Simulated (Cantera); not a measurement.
An adiabatic, constant-pressure homogeneous reactor starts with CO : H2 : O2 : N2 : H2O = 1 : 0.12 : 0.4 : 1.92 : 0.38 (molar parts), at 1425 K and 1.18 atm. Integrator tolerance rtol = 1e-08.

Cantera simulation using GRI-Mech 3.0 (53 species, 325 reactions); the numbers are that mechanism's predictions, not measurements.

```
quantity                                                            before                                    after
---------------------------------  ---------------------------------------  ---------------------------------------
time of steepest temperature rise                                  42.8 µs                                  36.5 µs
temperature at 2.00 s                                               2626 K                                   2477 K
equilibrium temperature                                             2626 K                                   2477 K
x(CO) at 2.00 s                        0.111 (gas-phase equilibrium 0.111)    0.0210 (gas-phase equilibrium 0.0210)
x(H2) at 2.00 s                      0.0120 (gas-phase equilibrium 0.0120)  0.00388 (gas-phase equilibrium 0.00388)
x(O2) at 2.00 s                      0.0102 (gas-phase equilibrium 0.0102)    0.0376 (gas-phase equilibrium 0.0376)
x(H) at 2.00 s                     0.00428 (gas-phase equilibrium 0.00428)  0.00130 (gas-phase equilibrium 0.00130)
x(NO) at 2.00 s                    0.00522 (gas-phase equilibrium 0.00522)  0.00834 (gas-phase equilibrium 0.00834)
```

Problem. What was changed between the two runs?
A. constant volume in place of constant pressure
B. initial temperature 1425 to 1450 K
C. initial temperature 1425 to 1075 K
D. CO 1 to 0.48 parts

Solution. D, CO 1 to 0.48 parts
